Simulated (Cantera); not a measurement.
Predominance diagram of Sr at 900 K against the partial pressures of O2 and H2O (log10, bar). Source: NASA polynomial tables (part measured, part estimated), evaluated in Cantera. Candidates: Sr(s), SrO(s), Sr(OH)2(l). Only these pure phases compete in this equilibrium. Not in the tables: the peroxide.

### Question
Which phase is stable at these pairs, and which metal-bearing vapour leads over it? (-17.1, -17.9); (-24.4, -8.9); (0, -17.9); (-19.6, -17.9); (-44, -19.6); (-4.9, -25); (-17.1, -14.3)

### Answer
```json
[
 {"log p(O2)": "-17.1", "log p(H2O)": "-17.9", "phase": "SrO(s)", "chief vapour": "Sr", "log p (bar)": "-24.6"},
 {"log p(O2)": "-24.4", "log p(H2O)": "-8.9", "phase": "SrO(s)", "chief vapour": "Sr(OH)2", "log p (bar)": "-19.6"},
 {"log p(O2)": "0", "log p(H2O)": "-17.9", "phase": "SrO(s)", "chief vapour": "SrO", "log p (bar)": "-24.8"},
 {"log p(O2)": "-19.6", "log p(H2O)": "-17.9", "phase": "SrO(s)", "chief vapour": "Sr", "log p (bar)": "-23.3"},
 {"log p(O2)": "-44", "log p(H2O)": "-19.6", "phase": "SrO(s)", "chief vapour": "Sr", "log p (bar)": "-11.1"},
 {"log p(O2)": "-4.9", "log p(H2O)": "-25", "phase": "SrO(s)", "chief vapour": "SrO", "log p (bar)": "-24.8"},
 {"log p(O2)": "-17.1", "log p(H2O)": "-14.3", "phase": "SrO(s)", "chief vapour": "Sr", "log p (bar)": "-24.6"}
]
```
